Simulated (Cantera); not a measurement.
## Ignition delay

Mixture: CH4 : CO : O2 : N2 : H2O = 1 : 0.031 : 1.06 : 4.14 : 0.26 (molar parts), at 1350 Torr, adiabatic and at constant volume. Ignition delay is the time to a rise of 400 K.

Model: GRI-Mech 3.0 (53 species, 325 reactions), integrated in Cantera.

```csv
T0 (K),delay (ms)
1273,16.1
1373,4.62
1473,1.45
1573,0.504
1673,0.198
1773,0.0884
1873,0.0447
1973,0.0250
```

The apparent activation energy between 1773 and 1973 K is 180 kJ/mol.
